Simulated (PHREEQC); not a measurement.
A solution holds 16 mmol/kgw K2HPO4, at 73 °C. Closed to the air; pH follows from the charge balance.

All values are PHREEQC results (ion-association model, phreeqc.dat), not measurements.

- pH = 8.79
- ionic strength = 0.0471 mol/kgw
- specific conductance = 7400 µS/cm
- total alkalinity = 16.0 meq/kg

```json
[
 {"species": "K+", "molality": "0.0316", "activity": "0.0253", "log γ": "-0.096"},
 {"species": "HPO4-2", "molality": "0.0154", "activity": "0.00676", "log γ": "-0.357"},
 {"species": "KHPO4-", "molality": "0.000408", "activity": "0.000334", "log γ": "-0.087"},
 {"species": "H2PO4-", "molality": "0.000173", "activity": "0.000141", "log γ": "-0.087"},
 {"species": "OH-", "molality": "0.000143", "activity": "0.000114", "log γ": "-0.097"},
 {"species": "PO4-3", "molality": "3.01e-5", "activity": "4.26e-6", "log γ": "-0.849"},
 {"species": "H+", "molality": "1.94e-9", "activity": "1.64e-9", "log γ": "-0.074"}
]
```

No solid was allowed to form. At this temperature some constants are extrapolated from 25 °C, and those without enthalpy data are left unchanged.
